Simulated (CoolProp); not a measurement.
A single-stage vapour-compression cycle with the fluid: evaporating at 270.15 K (dew point), condensing at 314.15 K (bubble point), superheat 2 K, subcooling 5 K, compressor efficiency 0.9, no pressure losses. The same conditions are run with several fluids, on thermodynamics alone (safety and materials aside).

Computed with CoolProp (reference Helmholtz-energy equation of state of each fluid (chlorine: Thol 2021; R134a: Tillner-Roth 1994; dimethyl ether: Wu 2011; propane: Lemmon 2009; n-perfluorobutane: Gao 2022; the fluoroketone C6F12O (FK-5-1-12): McLinden 2015)).

Q: Rank chlorine, R134a, dimethyl ether, propane, n-perfluorobutane, the fluoroketone C6F12O (FK-5-1-12) by cooling COP, highest first.

A: dimethyl ether (4.78), chlorine (4.72), R134a (4.59), propane (4.51), the fluoroketone C6F12O (FK-5-1-12) (4.16), n-perfluorobutane (3.95)

| fluid | pressure ratio | discharge temperature (K) | refrigerating effect (kJ/kg) | volumetric capacity (kJ/m³) |
|---|---|---|---|---|
| chlorine | 3.51 | 380.8 | 231 | 2560 |
| R134a | 3.98 | 324.0 | 148 | 1900 |
| dimethyl ether | 3.81 | 332.4 | 348 | 1810 |
| propane | 3.24 | 323.9 | 279 | 2620 |
| n-perfluorobutane | 4.45 | 314.1 | 55.4 | 594 |
| the fluoroketone C6F12O (FK-5-1-12) | 7.15 | 314.1 | 61.2 | 91.9 |

The compression ends wet for: n-perfluorobutane; the fluoroketone C6F12O (FK-5-1-12).
